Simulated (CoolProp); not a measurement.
Saturation properties of methanol (Tc = 240.2 °C, pc = 82.16 bar, ω = 0.565).

The numbers come from the reference Helmholtz-energy equation of state, de Reuck 1993 in CoolProp.

```tsv
T (°C)	p (bar)	vapour density (kg/m³)	vapour viscosity (µPa s)
89.65	(withheld)	2.922	(withheld)
99.85	(withheld)	4.024	11.8
109.95	4.795	5.436	12.1
120.15	(withheld)	(withheld)	12.3
130.25	8.474	9.572	12.6
140.35	11.00	12.49	12.9
150.55	14.12	16.21	13.1
160.65	(withheld)	20.86	13.4
170.85	22.38	26.74	13.7
180.95	27.70	33.92	14.0
191.15	33.99	42.76	(withheld)
201.25	41.22	53.63	15.1
211.45	49.69	68.91	15.9
221.55	(withheld)	92.26	17.5
231.65	70.92	131.9	20.9
```

Q: What belongs in the gaps?

A: 
- 89.65, p (bar): 2.527
- 89.65, vapour viscosity (µPa s): 11.5
- 99.85, p (bar): 3.521
- 120.15, p (bar): 6.435
- 120.15, vapour density (kg/m³): 7.266
- 160.65, p (bar): 17.86
- 191.15, vapour viscosity (µPa s): 14.5
- 221.55, p (bar): 59.48

It boils at 64.5 °C under 1 atm.

Viscosity comes from a separate model (Xiang 2006).
